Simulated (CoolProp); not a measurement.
A closed Brayton cycle with nitrogen: compressor inlet 321.15 K and 4.6 MPa, high pressure 12.2 MPa, turbine inlet 725 K, compressor efficiency 0.85, turbine efficiency 0.93, recuperator effectiveness 0.9 (on enthalpy, no pinch check). Each further row changes one setting.

Values from CoolProp's reference Helmholtz-energy equation of state, Span 2000.

| case | thermal efficiency (%) | net work (kJ/kg) | compressor to turbine work | compressor exit (K) | turbine exit (K) |
|---|---|---|---|---|---|
| as stated | 24.5 | 47.6 | 0.73 | 443.9 | 566.3 |
| turbine inlet 675 K | 19.9 | 35.2 | 0.79 | 443.9 | 525.8 |
| compressor inlet 331.15 K | 22.6 | 43.3 | 0.76 | 457.6 | 566.3 |
| high pressure 10.4 MPa | 26.4 | 45.6 | 0.70 | 421.4 | 589.8 |
| recuperator effectiveness 0.5 | 19.3 | 47.6 | 0.73 | 443.9 | 566.3 |
